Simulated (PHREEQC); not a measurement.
## Silver or lead bath

Dissolve 0.0002 mol PbCl2, 0.11 mol HNO3 and 0.0085 mol Cu(NO3)2 per kg of water at 25 °C. Closed to the air; pH follows from the charge balance.

Equilibrium calculation in PHREEQC: ion-association model, phreeqc.dat.

Each row changes one thing in this solution. This is a speciation only: nothing precipitates in the calculation.

```
case                                                  pH  Pb+2 (mol/kgw)  PbNO3+ (mol/kgw)  PbCl+ (mol/kgw)  PbOH+ (mol/kgw)  SI of Pb(OH)2 (Pb(OH)2)
--------------------------------------------------  ----  --------------  ----------------  ---------------  ---------------  -----------------------
as made                                             1.05        0.000124           7.56e-5          6.49e-7         1.20e-11                   -10.43
Cu(NO3)2 replaced by Cd(NO3)2 at the same molality  1.05        0.000124           7.55e-5          5.29e-7         1.20e-11                   -10.43
diluted 5-fold with water                           1.71         3.33e-5           6.62e-6          5.63e-8         2.10e-11                    -9.47
0.014 mol/kgw NaCl added                            1.05        0.000112           6.66e-5          2.06e-5         1.08e-11                   -10.48
Cu(NO3)2 from 0.0085 to 0.00425 mol/kgw             1.05        0.000125           7.38e-5          6.81e-7         1.24e-11                   -10.42
```
